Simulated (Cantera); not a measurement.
An isothermal, constant-pressure homogeneous reactor starts with C₂H₆ : N₂ : H₂O = 1 : 94 : 4.9 (molar parts), at 1875 K and 1.01 bar.

Detailed kinetics in Cantera: GRI-Mech 3.0 (53 species, 325 reactions).

x: mole fraction; the columns are a selection and need not sum to one.

| t (s) | x C₂H₆ | x C₂H₂ | x C₂H | x HCN | x C₂H₄ | x CH₂ | x H₂ |
|---|---|---|---|---|---|---|---|
| 2.00e-5 | 0.000694 | 0.00223 | ? | 1.15e-5 | 0.00414 | 4.87e-5 | 0.00849 |
| 4.33e-5 | 6.81e-5 | 0.00509 | ? | 1.90e-5 | 0.00255 | 1.89e-5 | 0.0132 |
| 9.38e-5 | 1.35e-5 | 0.00684 | ? | 2.18e-5 | 0.00111 | 6.11e-6 | 0.0158 |
| 0.000203 | 4.70e-6 | 0.00769 | ? | 2.29e-5 | 0.000376 | 2.50e-6 | 0.0171 |
| 0.000440 | 2.34e-6 | 0.00801 | ? | 2.36e-5 | 9.60e-5 | 1.42e-6 | 0.0179 |
| 0.000953 | 1.61e-6 | 0.00809 | 4.71e-7 | 2.44e-5 | 3.81e-5 | 1.13e-6 | 0.0186 |
| 0.00206 | 1.14e-6 | 0.00806 | 4.72e-7 | 2.57e-5 | 2.62e-5 | 1.00e-6 | 0.0198 |
| 0.00447 | 7.22e-7 | 0.00783 | 4.64e-7 | 2.83e-5 | 1.68e-5 | 8.51e-7 | 0.0217 |
| 0.00969 | 4.55e-7 | 0.00716 | ? | 3.27e-5 | 1.12e-5 | 6.73e-7 | 0.0247 |
| 0.0210 | 3.05e-7 | 0.00593 | ? | 3.90e-5 | 8.03e-6 | 4.87e-7 | 0.0293 |
| 0.0454 | 1.83e-7 | 0.00423 | ? | 4.70e-5 | 5.30e-6 | 3.19e-7 | 0.0351 |
| 0.0984 | 8.25e-8 | 0.00234 | ? | 5.52e-5 | 2.76e-6 | 1.82e-7 | 0.0414 |
| 0.213 | 2.10e-8 | 0.000783 | ? | 5.70e-5 | 8.65e-7 | 7.96e-8 | 0.0468 |
| 0.462 | 1.03e-9 | 7.54e-5 | ? | 3.72e-5 | 7.02e-8 | 1.59e-8 | 0.0497 |
| 1.00 | <1e-12 | 1.92e-7 | 6.61e-12 | 5.83e-6 | 1.40e-10 | 1.44e-10 | 0.0502 |

Question: Some entries are withheld; supply them.

Answer: 
- 2.00e-5, x C₂H: 1.12e-6
- 4.33e-5, x C₂H: 1.49e-6
- 9.38e-5, x C₂H: 1.01e-6
- 0.000203, x C₂H: 6.68e-7
- 0.000440, x C₂H: 5.11e-7
- 0.00969, x C₂H: 4.08e-7
- 0.0210, x C₂H: 3.03e-7
- 0.0454, x C₂H: 1.89e-7
- 0.0984, x C₂H: 9.28e-8
- 0.213, x C₂H: 2.83e-8
- 0.462, x C₂H: 2.58e-9
